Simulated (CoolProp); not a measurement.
Properties of R115 at several states (Tc = 80.0 °C, pc = 31.29 bar, ω = 0.248).

The numbers come from the reference Helmholtz-energy equation of state, Lemmon 2016 in CoolProp.

```tsv
T (°C)	p (bar)	phase	density (kg/m³)	cp (kJ/(kg K))	cv (kJ/(kg K))	isothermal compressibility (1/MPa)	fugacity coefficient
144.15	2.25	gas	10.15	0.8587	0.8011	4.505	0.9867
143.75	2.65	gas	12.00	0.8593	0.8010	3.835	0.9843
150.15	1.24	gas	5.481	0.8621	0.8063	8.122	0.9930
```
